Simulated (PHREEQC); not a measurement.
## Copper plating or etch bath: an equilibrium model

Consider water at 55 °C with 0.0044 mol/kgw CuCl2, 0.0015 mol/kgw HCl and 0.002 mol/kgw Na2SO4. Closed to the air; pH follows from the charge balance.

Computed with PHREEQC (ion-association model, phreeqc.dat).

No solid was allowed to form.

**Question.** Predict the pH, ionic strength.

**Answer.** pH 2.94; ionic strength 0.0181 mol/kgw.

**Question.** In which forms is Cu present?

**Answer.** Cu+2 85 %, CuSO4 9.6 %, CuCl+ 5.2 % of the Cu.

Complexes and solids missing from the database can't appear. Constants without temperature data keep their 25 °C values here.
